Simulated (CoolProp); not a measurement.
C3F8 (R218) at 298.15 K and 0.718 MPa flows at 2.9 m/s in a round tube of 50 mm bore and 45 µm roughness, fully developed (64/Re and Nu = 3.66 if laminar; Colebrook and Gnielinski if turbulent). Each further row changes one setting.

Computed with CoolProp (reference Helmholtz-energy equation of state, Lemmon 2006). It is a short technical equation, of lower accuracy than the large ones.

```csv
case,Reynolds number,Darcy friction factor,pressure drop (Pa/m),heat-transfer coefficient (W/(m² K)),mass flow (kg/h)
as stated,776000,0.0196,109,454,1360
velocity 5.8 m/s,1550000,0.0194,433,898,2730
diameter 100 mm,1550000,0.0167,46.6,385,5450
```

Viscosity comes from a separate model (Huber 2003), an estimate that may be off by 10 % or more. Thermal conductivity comes from a separate model (Huber 2003), an estimate that may be off by 10 % or more.
